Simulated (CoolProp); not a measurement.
Properties of the fluoroketone C6F12O (FK-5-1-12) along the isobar 2.17 MPa.

The numbers come from the reference Helmholtz-energy equation of state, McLinden 2015 in CoolProp.

```json
[
 {"T (°C)": "-69.05", "phase": "liquid", "density (kg/m³)": "1868", "cv (kJ/(kg K))": "0.8910", "Joule-Thomson coefficient (K/MPa)": "-0.3415", "expansivity (1/kK)": "1.420"},
 {"T (°C)": "-39.45", "phase": "liquid", "density (kg/m³)": "1789", "cv (kJ/(kg K))": "0.8763", "Joule-Thomson coefficient (K/MPa)": "-0.3342", "expansivity (1/kK)": "1.484"},
 {"T (°C)": "-9.85", "phase": "liquid", "density (kg/m³)": "1710", "cv (kJ/(kg K))": "0.8746", "Joule-Thomson coefficient (K/MPa)": "-0.3124", "expansivity (1/kK)": "1.593"},
 {"T (°C)": "19.75", "phase": "liquid", "density (kg/m³)": "1627", "cv (kJ/(kg K))": "0.8835", "Joule-Thomson coefficient (K/MPa)": "-0.2716", "expansivity (1/kK)": "1.761"},
 {"T (°C)": "49.35", "phase": "liquid", "density (kg/m³)": "1539", "cv (kJ/(kg K))": "0.9012", "Joule-Thomson coefficient (K/MPa)": "?", "expansivity (1/kK)": "2.017"},
 {"T (°C)": "78.95", "phase": "liquid", "density (kg/m³)": "1442", "cv (kJ/(kg K))": "0.9257", "Joule-Thomson coefficient (K/MPa)": "-0.08947", "expansivity (1/kK)": "2.420"},
 {"T (°C)": "108.45", "phase": "liquid", "density (kg/m³)": "1330", "cv (kJ/(kg K))": "0.9558", "Joule-Thomson coefficient (K/MPa)": "0.1227", "expansivity (1/kK)": "3.131"},
 {"T (°C)": "138.05", "phase": "liquid", "density (kg/m³)": "1188", "cv (kJ/(kg K))": "0.9914", "Joule-Thomson coefficient (K/MPa)": "0.6454", "expansivity (1/kK)": "?"},
 {"T (°C)": "167.65", "phase": "liquid", "density (kg/m³)": "935.1", "cv (kJ/(kg K))": "?", "Joule-Thomson coefficient (K/MPa)": "4.028", "expansivity (1/kK)": "16.65"},
 {"T (°C)": "197.25", "phase": "supercritical", "density (kg/m³)": "299.9", "cv (kJ/(kg K))": "?", "Joule-Thomson coefficient (K/MPa)": "12.87", "expansivity (1/kK)": "13.28"},
 {"T (°C)": "226.85", "phase": "supercritical", "density (kg/m³)": "230.2", "cv (kJ/(kg K))": "1.067", "Joule-Thomson coefficient (K/MPa)": "8.030", "expansivity (1/kK)": "6.447"}
]
```

Task: Some entries are withheld; supply them.

Result: 
- 49.35, Joule-Thomson coefficient (K/MPa): -0.2037
- 138.05, expansivity (1/kK): 4.815
- 167.65, cv (kJ/(kg K)): 1.043
- 197.25, cv (kJ/(kg K)): 1.059
